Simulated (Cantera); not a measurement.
What does this Cantera script print?

```python
import numpy as np
import cantera as ct

gas_names = """
    CL CLO CL2 H HCL HNO HNO2 HNO3 HOCL HO2 H2 H2O H2O2 Mg MgCL MgCL2 MgH MgN MgO MgOH MgO2H2 Mg2 N NH
    NH2 NH3 NH2OH NO NO2 NO3 N2 N2H2 N2H4 N2O O OH O2 O3
""".split()
cond_names = """
    H2O(s) H2O(L) Mg(cr) Mg(L) MgCL2(s) MgCL2(L) MgO(s) MgO(L) MgO2H2(s) NH4CL(a) NH4CL(b)
""".split()


# ... load() reads the species with a 1 bar reference pressure and builds the phases ...
atoms = {
    'MgO': {'Mg': 1, 'O': 1},
    'HCl': {'H': 1, 'CL': 1},
    'N2': {'N': 2},
}
top_T = {}  # K; cautious upper limits of use, not melting points


# ... equilibrate(T, P, feed) seeds the gas with the atoms and calls Mixture.equilibrate('TP', solver="vcs", rtol=1e-11, max_steps=5000) ...
results = []
feed = {'MgO': 1, 'HCl': 0.11, 'N2': 0.18}  # mol
T = 1373.15  # K
P = 21000  # Pa
mix = equilibrate(T, P, feed)
results.append((T, P, feed, dict(zip(mix.species_names, mix.species_moles))))
x = sorted(zip(gas.X, gas.species_names), reverse=True)
print(f"T = {T:g} K  P = {P:g} Pa  gas = {mix.phase_moles(0):.4g} mol")
print("   x: " + "  ".join(f"{s} {v:.3e}" for v, s in x if v > 1e-06))
print("   condensed (mol): " + ("  ".join(f"{mix.phase(i).name} {mix.phase_moles(i):.4g}"
      for i in range(1, mix.n_phases) if mix.phase_moles(i) > 1e-12) or "none"))
```

Result:

```
T = 1373.15 K  P = 21000 Pa  gas = 0.29 mol
   x: N2 6.206e-01  HCL 3.479e-01  MgCL2 1.555e-02  H2O 1.555e-02  CL 1.967e-04  H2 1.139e-04  CL2 1.534e-05
   condensed (mol): MgO(s) 0.9955
```

Method: chemical equilibrium by Gibbs-energy minimisation in Cantera with the NASA 1993 tables (ideal gas, pure condensed phases).
